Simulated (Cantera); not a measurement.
Feed: 1 mol CH₃SiH₃, 0.07 mol C₂H₂, 1.8 mol H₂, 0.096 mol CH₄, held at 2023.15 K and 1000 Pa.

Equilibrium computed with Cantera from the NASA thermochemical tables; the gas is ideal and each condensed phase is pure. Candidate condensed phases: C, C₆H₆, C₇H₈, C₈H₁₈, Si, SiC; 87 gas species. The feed counts by its element totals alone. Equilibrium is a limit: real reactors are often held back by kinetics, nucleation or transport.

Base state: H₂ 0.980, H 0.0188, C₂H₂ (acetylene) 0.000876, Si 0.000340, SiH 2.16e-5, SiC₂ 1.57e-5, Si₂C 1.03e-5 (mole fractions); condensed: C(graphite) + SiC(s).

Question: What changes in the equilibrium state with this change: temperature from 2023.15 K to 2548 K?

Answer: 
```
species             before     after
----------------  --------  --------
H₂                   0.980     0.612
H                   0.0188     0.242
Si                0.000340    0.0977
SiC₂               1.57e-5    0.0290
C₃                 4.87e-9  0.000103
SiC                7.64e-9   5.68e-5
C                  4.98e-9   3.18e-5
Si₂                2.22e-7  0.000404
C(graphite), mol     0.229     0.664
SiC(s), mol          0.998         0
```
Gases not in the tables: Si₂H₆ and higher silanes.
